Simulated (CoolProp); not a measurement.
Values from CoolProp's reference Helmholtz-energy equation of state, Platzer 1990. This equation is an older, rougher fit; its heat capacities, sound speeds and derivatives of the liquid may be far off and weren't checked against measurements.

Q: Give the vapour pressure (bar), liquid density (kg/m³), vapour density (kg/m³), surface tension (mN/m) of saturated R21 at 224.1, 237, 254.2 K.

A: 
```json
[
 {"T (K)": "224.1", "p (bar)": "0.0538", "liquid density (kg/m³)": "1530", "vapour density (kg/m³)": "0.298", "surface tension (mN/m)": "29.2"},
 {"T (K)": "237", "p (bar)": "0.119", "liquid density (kg/m³)": "1500", "vapour density (kg/m³)": "0.629", "surface tension (mN/m)": "27.1"},
 {"T (K)": "254.2", "p (bar)": "0.300", "liquid density (kg/m³)": "1470", "vapour density (kg/m³)": "1.48", "surface tension (mN/m)": "24.4"}
]
```

Surface tension comes from a separate correlation (Mulero 2012).
